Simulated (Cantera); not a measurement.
A closed system holds: 1 mol HMDSO, 1.4 mol H2O, 57 mol H2, 0.066 mol O3, 0.0035 mol NH3, at 0.133 bar.

Cantera equilibrium calculation (NASA polynomials, part measured and part estimated; ideal gas, pure solids and liquids). Candidate condensed phases: C, C6H6, C7H8, C8H18, H2O, Si, SiC, SiO2, Si2N2O, Si3N4; 151 gas species. The feed counts by its element totals alone. Gases not in the tables: Si2H6 and higher silanes. Rates play no part.

### Question
At 2123 K, list the 4 most abundant gas species with their mole fractions, and the condensed phases.

### Answer
H2 0.952, CO 0.0365, H 0.00959, C2H2 (acetylene) 0.00158. Condensed: C(graphite) + SiC(s).
